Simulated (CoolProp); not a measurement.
Values from CoolProp's reference Helmholtz-energy equation of state, Schroeder 2014.

Task: Give the vapour pressure (bar), liquid cp (kJ/(kg K)), liquid viscosity (µPa s) of saturated ethanol at 483.7 K.

Result: 
| T (K) | p (bar) | liquid cp (kJ/(kg K)) | liquid viscosity (µPa s) |
|---|---|---|---|
| 483.7 | 36.4 | 5.16 | 79.5 |

Viscosity comes from a separate model (Kiselev 2005).
